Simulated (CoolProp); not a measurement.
Oxygen along the isobar 4080 kPa: fugacity coefficient from the reference equation and from simpler models built on Tc = -118.6 °C, pc = 5046 kPa, ω = 0.022; each cubic takes its own stable root.

Model: reference Helmholtz-energy equation of state, Schmidt 1985, in CoolProp.

| T (°C) | phase | reference | van der Waals | Redlich-Kwong | Soave-Redlich-Kwong | Peng-Robinson |
|---|---|---|---|---|---|---|
| -140.75 | liquid | ___ | 0.5345 | 0.4144 | 0.4170 | 0.4048 |
| -126.75 | liquid | 0.6522 | 0.7182 | 0.6559 | 0.6556 | 0.6354 |
| -112.85 | gas | 0.7648 | 0.7814 | 0.7615 | 0.7618 | 0.7405 |
| -98.85 | gas | 0.8190 | 0.8241 | 0.8151 | 0.8163 | 0.7952 |
| -84.95 | gas | 0.8578 | 0.8559 | 0.8538 | 0.8561 | 0.8356 |
| -70.95 | gas | 0.8871 | ___ | 0.8831 | 0.8865 | 0.8669 |
| -57.05 | gas | 0.9095 | 0.9004 | 0.9056 | 0.9099 | 0.8912 |
| -43.05 | gas | 0.9273 | 0.9164 | 0.9234 | 0.9285 | 0.9108 |
| -29.15 | gas | 0.9413 | ___ | 0.9375 | 0.9432 | 0.9264 |

Problem. Some entries are withheld; supply them.

Solution. 
- -140.75, reference: 0.4113
- -70.95, van der Waals: 0.8808
- -29.15, van der Waals: 0.9293
